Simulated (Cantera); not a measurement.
## Equilibrium for hydrogen reduction and annealing atmospheres: CuO + H2

A closed system holds: 1 mol CuO, 320 mol H2, at 0.450 bar.

Cantera equilibrium calculation (NASA polynomials, part measured and part estimated; ideal gas, pure solids and liquids). Candidate condensed phases: Cu, CuO, Cu(OH)2, Cu2O, H2O; 12 gas species. The numbers say what is thermodynamically allowed, not how fast it happens.

At 1325 K the condensed part is Cu(s). From 1400 K to 1775 K the condensed part is Cu(l). The main Cu-bearing gas is Cu throughout. The share of Cu in condensed phases is highest at 1325 K (100.0 %) and lowest at 1775 K (71.2 %).

```
T (K)   x H2    x H2O      x Cu       x H     x Cu2      x OH  n Cu(s)  n Cu(l)
-----  -----  -------  --------  --------  --------  --------  -------  -------
1325   0.997  0.00312   6.24e-7   2.43e-6  6.51e-11  1.11e-10    1.000        0
1400   0.997  0.00312   3.00e-6   7.24e-6  5.85e-10  4.51e-10        0    0.999
1475   0.997  0.00312   1.19e-5   1.93e-5   3.96e-9   1.59e-9        0    0.996
1550   0.997  0.00312   4.12e-5   4.69e-5   2.21e-8   4.94e-9        0    0.987
1625   0.997  0.00312  0.000127  0.000105   1.04e-7   1.39e-8        0    0.959
1700   0.996  0.00312  0.000353  0.000219   4.27e-7   3.55e-8        0    0.887
1775   0.996  0.00312  0.000897  0.000431   1.54e-6   8.41e-8        0    0.712
```
x: gas mole fraction; n: condensed amount in mol.
